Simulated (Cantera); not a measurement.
Cantera run:

```python
import numpy as np
import cantera as ct

gas_names = [...]  # 92 gases of nasa_gas.yaml made of C, H, N
cond_names = """
    C(gr) C6H6(L) C7H8(L) C8H18(L),n-octa
""".split()


# ... load() reads the species with a 1 bar reference pressure and builds the phases ...
atoms = {
    'C6H6': {'C': 6, 'H': 6},
    'H2': {'H': 2},
    'N2': {'N': 2},
}
top_T = {'C(gr)': 4500}  # K; cautious upper limits of use, not melting points


# ... equilibrate(T, P, feed) seeds the gas with the atoms and calls Mixture.equilibrate('TP', solver="vcs", rtol=1e-11, max_steps=5000) ...
results = []
feed = {'C6H6': 1, 'H2': 4.7, 'N2': 0.53}  # mol
T = 2625  # K
for P in [10, 72, 520, 3700, 27000, 190000, 1400000, 10000000]:
    mix = equilibrate(T, P, feed)
    results.append((T, P, feed, dict(zip(mix.species_names, mix.species_moles))))

top = {s: max(r[3][s] / sum(r[3][g] for g in gas_names) for r in results) for s in gas_names}
cols = sorted((s for s in top if top[s] > 1e-06), key=lambda s: -top[s])[:6]
seen = [c for c in cond_names if any(r[3].get(c, 0) > 1e-12 for r in results)]
print("log10 of partial pressures in bar; condensed amounts in mol")
print(f"{'P/Pa':>10s}" + "".join(f"{s[:9]:>10s}" for s in cols + seen))
for T, P, feed, n in results:
    ng = sum(n[g] for g in gas_names)
    print(f"{P:10.4g}" + "".join(f"{np.log10(max(n[s] / ng * P / 1e5, 1e-99)):10.3f}" for s in cols)
          + "".join(f"{n.get(c, 0):10.4g}" for c in seen))
```

Result:

```
log10 of partial pressures in bar; condensed amounts in mol
      P/Pa        H2         H        N2        C3       HCN C2H2,acet     C(gr)
        10    -5.372    -4.058    -5.538    -5.500    -6.476    -7.121     4.037
        72    -3.815    -3.279    -4.601    -5.500    -5.229    -5.563     5.519
       520    -2.577    -2.660    -3.657    -5.500    -4.137    -4.325     5.596
      3700    -1.569    -2.156    -2.750    -5.500    -3.180    -3.317     5.564
   2.7e+04    -0.646    -1.695    -1.863    -5.500    -2.275    -2.394     5.545
   1.9e+05     0.223    -1.260    -1.006    -5.500    -1.412    -1.525     5.536
   1.4e+06     1.098    -0.823    -0.134    -5.500    -0.539    -0.650     5.521
     1e+07     1.950    -0.397     0.725    -5.500     0.317     0.202     5.441
```

Equilibrium computed with Cantera from the NASA thermochemical tables; the gas is ideal and each condensed phase is pure. The ideal-gas law is rough above about 30 bar.
